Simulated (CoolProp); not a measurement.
Saturation properties of cyclohexane.

Model: reference Helmholtz-energy equation of state, Zhou 2014, in CoolProp.

```csv
T (K),p (bar),vapour density (kg/m³),enthalpy of vaporisation (kJ/kg)
376.5,1.908,5.450,340.4
379,2.036,5.792,338.6
381.5,2.169,6.151,336.7
383.9,2.304,[?],334.9
386.4,2.451,6.903,333.1
388.9,[?],[?],331.2
391.3,2.759,7.724,329.3
393.8,[?],8.171,327.4
396.3,3.103,8.639,325.4
398.7,[?],9.106,323.5
401.2,3.470,[?],321.6
403.7,3.670,[?],319.5
406.1,3.869,10.67,317.6
```

### Question
Fill in the missing entries.

### Answer

- 383.9, vapour density (kg/m³): 6.511
- 388.9, p (bar): 2.604
- 388.9, vapour density (kg/m³): 7.313
- 393.8, p (bar): 2.927
- 398.7, p (bar): 3.279
- 401.2, vapour density (kg/m³): 9.614
- 403.7, vapour density (kg/m³): 10.14

It boils at 353.9 K under 1 atm.
